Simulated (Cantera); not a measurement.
**Thermodynamics of iron carbonyl, mercury and lead vapours, feed PbO + H₂**

Charge: 1 mol PbO, a varied amount of H₂, equilibrated at 0.330 Torr.

These are equilibrium values from Cantera (NASA tables, ideal gas, pure condensed phases), not measurements of a reactor. Candidate condensed phases: H₂O, Pb, PbO, PbO₂, Pb₃O₄; 12 gas species. Mutual solubility and eutectic melting of coexisting phases are not modelled. Rates play no part.

### Question
Map the stable condensed phases over T = 900, 925, 950, 975, 1000, 1025, 1050, 1075, 1100, 1125, 1150, 1175, 1200, 1225 K and n(H₂) in mol = 0.24, 0.53, 0.83, 1.1, 1.4, 1.7, 2, 2.3, 2.6, 2.9.

### Answer
```
T in K \ n(H₂) in mol
         0.24 0.53 0.83  1.1  1.4  1.7    2  2.3  2.6  2.9
   1225     A    A    B    B    B    B    B    B    B    B
   1200     A    A    B    B    B    B    B    B    B    B
   1175     A    A    A    B    B    B    B    B    B    B
   1150     A    A    A    B    B    B    B    B    B    B
   1125     C    C    C    D    B    B    B    B    B    B
   1100     C    C    C    D    D    D    D    D    D    B
   1075     C    C    C    D    D    D    D    D    D    D
   1050     C    C    C    D    D    D    D    D    D    D
   1025     C    C    C    D    D    D    D    D    D    D
   1000     C    C    C    D    D    D    D    D    D    D
    975     C    C    C    D    D    D    D    D    D    D
    950     C    C    C    D    D    D    D    D    D    D
    925     C    C    C    D    D    D    D    D    D    D
    900     C    C    C    D    D    D    D    D    D    D
```
A: PbO; B: gas only; C: Pb + PbO; D: Pb.
